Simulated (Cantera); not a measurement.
A Cantera script and what it prints.

```python
import numpy as np
import cantera as ct

gas_names = """
    Fe H H2 H2S N NH NH2 NH3 N2 N2H2 N2H4 S SH SN S2 S8
""".split()
cond_names = """
    Fe(a) Fe(c) Fe(d) Fe(L) FeS(a) FeS(b) FeS(c) FeS(L) FeS2(s) S(cr1) S(cr2) S(L)
""".split()


def load(file, names, dense=False):
    # The tables refer to 1 bar. Condensed volumes are neglected.
    table = {s.name: s for s in ct.Species.list_from_file(file)}
    out = []
    for n in names:
        d = dict(table[n].input_data)
        d["thermo"] = dict(d["thermo"], **{"reference-pressure": 1e5})
        if dense:
            d["equation-of-state"] = {"model": "constant-volume", "density": "1e6 g/cm^3"}
        out.append(ct.Species.from_dict(d))
    return out


gas = ct.Solution(thermo="ideal-gas", species=load("nasa_gas.yaml", gas_names))
cond = {s.name: ct.Solution(thermo="fixed-stoichiometry", species=[s], name=s.name)
        for s in load("nasa_condensed.yaml", cond_names, dense=True)}
atoms = {
    'FeS': {'Fe': 1, 'S': 1},
    'H2': {'H': 2},
    'N2': {'N': 2},
}
top_T = {'FeS2(s)': 1010}  # K; cautious upper limits of use, not melting points


def equilibrate(T, P, feed):
    n = {}
    for name, mol in feed.items():
        for a, k in atoms[name].items():
            n[a] = n.get(a, 0.0) + k * mol
    gas.TPX = T, P, n
    mass = sum(n.values()) * gas.mean_molecular_weight
    gas.equilibrate("TP")
    valid = [c for c in cond.values() if c.min_temp <= T <= top_T.get(c.name, c.max_temp)]
    mix = ct.Mixture([(gas, mass / gas.mean_molecular_weight)] + [(c, 0.0) for c in valid])
    mix.T, mix.P = T, P
    mix.equilibrate("TP", solver="vcs", rtol=1e-11, max_steps=5000)
    return mix


results = []
feed = {'FeS': 1, 'H2': 1400, 'N2': 0.72}  # mol
P = 100000  # Pa
for T in [1050, 1125, 1200, 1275, 1350, 1425, 1500, 1575]:
    mix = equilibrate(T, P, feed)
    results.append((T, P, feed, dict(zip(mix.species_names, mix.species_moles))))

top = {s: max(r[3][s] / sum(r[3][g] for g in gas_names) for r in results) for s in gas_names}
cols = sorted((s for s in top if top[s] > 1e-05), key=lambda s: -top[s])[:8]
seen = [c for c in cond_names if any(r[3].get(c, 0) > 1e-12 for r in results)]
print("log10 of partial pressures in bar; condensed amounts in mol")
print(f"{'T/K':>10s}" + "".join(f"{s[:9]:>10s}" for s in cols + seen))
for T, P, feed, n in results:
    ng = sum(n[g] for g in gas_names)
    print(f"{T:10.4g}" + "".join(f"{np.log10(max(n[s] / ng * P / 1e5, 1e-99)):10.3f}" for s in cols)
          + "".join(f"{n.get(c, 0):10.4g}" for c in seen))
```

Result:

```
log10 of partial pressures in bar; condensed amounts in mol
       T/K        H2       H2S        N2         H     Fe(a)     Fe(c)
      1050    -0.001    -3.146    -3.293    -8.091         1         0
      1125    -0.001    -3.146    -3.292    -7.353         1         0
      1200    -0.001    -3.146    -3.291    -6.705         0         1
      1275    -0.001    -3.147    -3.290    -6.133         0         1
      1350    -0.001    -3.147    -3.290    -5.623         0         1
      1425    -0.001    -3.147    -3.290    -5.166         0         1
      1500    -0.001    -3.148    -3.290    -4.755         0    0.9998
      1575    -0.001    -3.150    -3.290    -4.382         0     0.999
```

Method: chemical equilibrium by Gibbs-energy minimisation in Cantera with the NASA 1993 tables (ideal gas, pure condensed phases).
